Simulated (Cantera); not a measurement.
An isothermal, constant-pressure homogeneous reactor starts with 88.5 % NO, 11.5 % N2, at 1998 K and 100.0 Torr.

Detailed kinetics in Cantera: GRI-Mech 3.0 (53 species, 325 reactions).

x: mole fraction; the columns are a selection and need not sum to one.

```csv
t (s),x NO,x O,x NO2,x O2,x N2O,x N2
4.00e-6,0.885,4.77e-7,1.28e-9,1.69e-10,4.78e-7,0.115
1.42e-5,0.885,___,___,___,___,0.115
5.03e-5,0.885,5.87e-6,1.94e-7,2.65e-8,5.97e-6,0.115
0.000179,0.885,1.98e-5,2.15e-6,3.28e-7,2.07e-5,0.115
0.000634,0.885,6.30e-5,1.84e-5,4.46e-6,6.83e-5,0.115
0.00225,0.884,0.000179,8.23e-5,8.18e-5,0.000187,0.115
0.00797,0.882,0.000263,0.000124,0.000855,0.000312,0.116
0.0283,0.876,0.000288,0.000139,0.00409,0.000322,0.119
0.100,0.853,0.000350,0.000178,0.0158,0.000298,0.131
0.356,0.769,0.000508,0.000260,0.0572,0.000228,0.173
1.26,0.518,0.000810,0.000303,0.183,9.33e-5,0.298
4.48,0.138,0.00112,0.000115,0.373,6.10e-6,0.488
15.9,0.0172,0.00120,1.56e-5,0.433,2.23e-7,0.549
56.4,0.00927,0.00120,8.43e-6,0.437,1.59e-7,0.553
200,0.00924,0.00120,8.41e-6,0.437,1.59e-7,0.553
```

Fill in the missing entries.


- 1.42e-5, x O: 1.68e-6
- 1.42e-5, x NO2: 1.60e-8
- 1.42e-5, x O2: 2.13e-9
- 1.42e-5, x N2O: 1.69e-6
